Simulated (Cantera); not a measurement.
An isothermal, constant-pressure homogeneous reactor starts with 45.5 % CH₄, 54.5 % CO₂, at 1798 K and 18000 Torr.

Cantera simulation using GRI-Mech 3.0 (53 species, 325 reactions); the numbers are that mechanism's predictions, not measurements. The pressure lies above the range GRI-Mech 3.0 was tuned for (to about 10 atm).

Q: Predict: x(CH₄) at 8.00 s; x(CO₂) at 8.00 s; x(CH₂O) at 8.00 s.

A: 
```json
{
  "x(CH₄) at 8.00 s": "0.000141 (gas-phase equilibrium 0.000150)",
  "x(CO₂) at 8.00 s": "0.0112 (gas-phase equilibrium 0.0112)",
  "x(CH₂O) at 8.00 s": "2.25e-6 (gas-phase equilibrium 2.25e-6)"
}
```
